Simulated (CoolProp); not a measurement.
The numbers come from the reference Helmholtz-energy equation of state, Lemmon 2006 in CoolProp. It is a short technical equation, of lower accuracy than the large ones.

**Question.** For neopentane, give the phase and the density (kg/m³), speed of sound (m/s), Joule-Thomson coefficient (K/MPa), expansivity (1/kK) at 277.1 K and 43.6 bar.

**Answer.** 
- 277.1 K and 43.6 bar: liquid; density 613, speed of sound 999, Joule-Thomson coefficient -0.417, expansivity 1.61
